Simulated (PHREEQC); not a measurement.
## Copper plating or etch bath: speciation

A solution holds 63 mmol/kgw Cu(BF4)2, 1.1 mmol/kgw HNO3 and 0.45 mmol/kgw Na2SO4, at 25 °C. Closed to the air; pH follows from the charge balance.

Model: ion-association model, wateq4f.dat, run in PHREEQC.

The pH is 2.54 and the ionic strength is 0.191 mol/kgw. The total alkalinity comes out as -379 meq/kg.

| species | molality | activity | log γ |
|---|---|---|---|
| BF4- | 0.119 | 0.0813 | -0.164 |
| Cu+2 | 0.0618 | 0.0205 | -0.479 |
| HF | 0.00789 | 0.00825 | 0.019 |
| BF3OH- | 0.00528 | 0.00362 | -0.164 |
| H+ | 0.00357 | 0.00286 | -0.097 |
| F- | 0.00271 | 0.00193 | -0.148 |

No solid was allowed to form. Species that the database lacks are ignored. Real BF4- forms and hydrolyses slowly; the run takes it at equilibrium.
